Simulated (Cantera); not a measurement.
Input (Python, Cantera) and output of one run.

```python
import numpy as np
import cantera as ct

gas_names = """
    B BF BF2 BF3 BH BHF2 BH2 BH3 BO BOF BOF2 BO2 B2 B2O B2O2 B2O3 B3O3F3 B3O3H3 F FO FO2 F2 F2O H HBO
    HBO2 HF HOF HO2 H2 H2F2 H2O H2O2 H3B3O6 H3F3 H4F4 H5F5 H6F6 H7F7 O OH O2 O3
""".split()
cond_names = """
    B(b) B(L) B2O3(L) B3O3H3(cr) H2O(s) H2O(L)
""".split()


# ... load() reads the species with a 1 bar reference pressure and builds the phases ...
atoms = {
    'B2O3': {'B': 2, 'O': 3},
    'F2': {'F': 2},
    'H2': {'H': 2},
}
top_T = {}  # K; cautious upper limits of use, not melting points


# ... equilibrate(T, P, feed) seeds the gas with the atoms and calls Mixture.equilibrate('TP', solver="vcs", rtol=1e-11, max_steps=5000) ...
results = []
feed = {'B2O3': 1, 'F2': 14, 'H2': 0.27}  # mol
T = 1750  # K
P = 100000  # Pa
mix = equilibrate(T, P, feed)
results.append((T, P, feed, dict(zip(mix.species_names, mix.species_moles))))
print(gas.report(threshold=1e-06))
for i in range(1, mix.n_phases):
    print(f"{mix.phase(i).name:16s} {mix.phase_moles(i):12.5e} mol")
```

It prints:

```
       temperature   1750 K
          pressure   1e+05 Pa
           density   0.16448 kg/m^3
  mean mol. weight   23.932 kg/kmol
   phase of matter   gas

                          1 kg             1 kmol
                     ---------------   ---------------
          enthalpy        3.4386e+05        8.2292e+06  J
   internal energy       -2.6413e+05       -6.3211e+06  J
           entropy            9297.1         2.225e+05  J/K
    Gibbs function       -1.5926e+07       -3.8114e+08  J
 heat capacity c_p            1135.1             27164  J/K
 heat capacity c_v            787.65             18850  J/K

                      mass frac. Y      mole frac. X     chem. pot. / RT
                     ---------------   ---------------   ---------------
               BF3           0.22522          0.079492           -118.53
                 F           0.65564            0.8259            -16.31
                FO        0.00011688        7.9924e-05            -31.87
               FO2          2.34e-05        1.0981e-05           -47.429
                F2          0.021403          0.013481           -32.621
                HF          0.017942          0.021463           -46.815
                 O        1.2205e-05        1.8256e-05           -15.559
                O2          0.079633          0.059559           -31.119
     [  +35 minor]        1.3601e-06        6.0382e-07

B(b)              0.00000e+00 mol
B2O3(L)           0.00000e+00 mol
B3O3H3(cr)        0.00000e+00 mol
```

Equilibrium computed with Cantera from the NASA thermochemical tables; the gas is ideal and each condensed phase is pure.
